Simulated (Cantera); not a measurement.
Source: NASA polynomial tables (part measured, part estimated), evaluated in Cantera. Values are per mole of reaction as written; species without (g) are pure solids or liquids, kept so even where they would boil at 1 bar. TaC: taken at fixed stoichiometry.

5 Ta + 3 CO₂(g) + 2 CH₃(g) → 6 OH(g) + 5 TaC

| T (K) | ΔH° (kJ) | ΔS° (J/K) | ΔG° (kJ) | log10 K |
|---|---|---|---|---|
| 1400 | 433.6 | 129.6 | 252.2 | -9.41 |
| 1450 | 434.4 | 130.2 | 245.7 | -8.85 |
| 1500 | 435.2 | 130.7 | 239.2 | -8.33 |
| 1550 | 436.1 | 131.3 | 232.6 | -7.84 |
| 1600 | ___ | ___ | ___ | ___ |
| 1650 | ___ | ___ | ___ | ___ |
| 1700 | 438.6 | 132.8 | 212.8 | -6.54 |

Problem. Complete the blanks.

Solution. 
- 1600, ΔH° (kJ): 436.9
- 1600, ΔS° (J/K): 131.8
- 1600, ΔG° (kJ): 226.0
- 1600, log10 K: -7.38
- 1650, ΔH° (kJ): 437.8
- 1650, ΔS° (J/K): 132.3
- 1650, ΔG° (kJ): 219.4
- 1650, log10 K: -6.95
